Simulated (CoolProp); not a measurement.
Vapour-liquid equilibrium of propane (1) + isohexane (2) at 56.75 °C; x and y are mole fractions of (1).

Values from CoolProp's multi-fluid Helmholtz-energy mixture model, Lemmon 2009 and Lemmon 2006; pair parameters Bell 2016.

```
x     bubble pressure, mixture model (bar)  bubble pressure, Raoult's law (bar)  y, mixture model  y, Raoult's law
----  ------------------------------------  -----------------------------------  ----------------  ---------------
0.05                                 1.703                                1.850               ___            0.535
0.15                                 3.325                                3.738               ___            0.794
0.25                                 4.983                                5.626             0.839            0.879
0.35                                 6.678                                7.515             0.888            0.922
0.45                                 8.418                                9.403             0.919            0.947
0.55                                 10.21                                11.29             0.940            0.964
0.65                                 12.08                                13.18             0.956            0.976
0.75                                 14.04                                15.07             0.970            0.985
0.85                                   ___                                16.95               ___            0.992
0.95                                 18.48                                18.84             0.994            0.998
```

**Question.** Complete the blanks.

**Answer.** 
- 0.05, y, mixture model: 0.477
- 0.15, y, mixture model: 0.744
- 0.85, bubble pressure, mixture model (bar): 16.14
- 0.85, y, mixture model: 0.982

The largest gap from Raoult's law is -11.4 % in bubble pressure, at x = 0.25. No azeotrope shows between x = 0.05 and 0.95.

The pair parameters rest on a limited set of measurements; away from them the model extrapolates.
